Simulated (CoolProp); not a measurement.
Vapour-liquid equilibrium of R227EA (1) + n-butane (2) at 0.438 MPa; x and y are mole fractions of (1).

Computed with CoolProp (multi-fluid Helmholtz-energy mixture model, Lemmon 2016 and Bücker 2006; pair parameters Bell 2016).

| x | bubble temperature (K) | y at the bubble point | dew temperature at overall composition x (K) | liquid density (mol/L) |
|---|---|---|---|---|
| 0.05 | 309.6 | 0.234 | [?] | 9.473 |
| 0.2 | 298.1 | 0.497 | 310.9 | 9.311 |
| 0.35 | [?] | 0.577 | 304.7 | [?] |
| 0.5 | 293.6 | [?] | 298.0 | [?] |
| 0.65 | 293.0 | [?] | 293.2 | 8.568 |
| 0.8 | 293.3 | [?] | 293.7 | 8.404 |
| 0.95 | 295.5 | 0.916 | 296.0 | 8.250 |

Q: Some entries are withheld; supply them.

A: 
- 0.05, dew temperature at overall composition x (K): 316.7
- 0.35, bubble temperature (K): 294.9
- 0.35, liquid density (mol/L): 9.033
- 0.5, y at the bubble point: 0.622
- 0.5, liquid density (mol/L): 8.775
- 0.65, y at the bubble point: 0.674
- 0.8, y at the bubble point: 0.757

y crosses x between x = 0.65 and 0.8: the model has an azeotrope there.

Pair parameters are fitted to limited data, so mixtures are less certain than the pure fluids. With so large a gap from Raoult's law the liquid may split in two, which this calculation doesn't test in full.
